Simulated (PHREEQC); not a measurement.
# Acid mine or pickling water (model solution)

A made-up water analysis in mg/kgw, 20 °C, pH 2.17:

```json
[
 {"constituent": "Na", "mg/kgw": "2010"},
 {"constituent": "K", "mg/kgw": "70.5"},
 {"constituent": "Ca", "mg/kgw": "52.2"},
 {"constituent": "Mg", "mg/kgw": "217"},
 {"constituent": "Cl", "mg/kgw": "725"},
 {"constituent": "S(6) as SO4", "mg/kgw": "4850"},
 {"constituent": "Mn(2)", "mg/kgw": "69.8"}
]
```

Valence states are taken as typed.

The numbers come from PHREEQC with the Pitzer model, pitzer.dat.

This is a speciation only: nothing precipitates in the calculation.

Estimate the ionic strength, osmotic coefficient.

ionic strength 0.172 mol/kgw; osmotic coefficient 0.831.

In which forms is S present?

SO4-2 84 %, HSO4- 16 % of the S.
